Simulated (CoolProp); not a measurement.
Ethylbenzene along the isobar 46.8 bar: Z from the reference equation and from simpler models built on Tc = 617.1 K, pc = 36.22 bar, ω = 0.304; each cubic takes its own stable root.

Model: reference Helmholtz-energy equation of state, Zhou 2012, in CoolProp.

```csv
T (K),phase,reference
248.6,liquid,0.2647
292.3,liquid,0.2347
336,liquid,0.2134
379.7,liquid,0.1980
423.4,liquid,0.1872
467.2,liquid,0.1802
510.9,liquid,0.1771
554.6,liquid,0.1791
598.3,liquid,0.1919
```

Problem. How far does each simpler model (van der Waals, Redlich-Kwong, Soave-Redlich-Kwong) lie from the reference over these 9 states: mean and median of the absolute difference, and the worst?

Solution. 
- van der Waals: mean 67.2 %, median 67.6 %, worst +73.9 % at 248.6 K and 46.8 bar
- Redlich-Kwong: mean 18.9 %, median 17.5 %, worst +26.3 % at 598.3 K and 46.8 bar
- Soave-Redlich-Kwong: mean 15.1 %, median 14.2 %, worst +23.1 % at 598.3 K and 46.8 bar
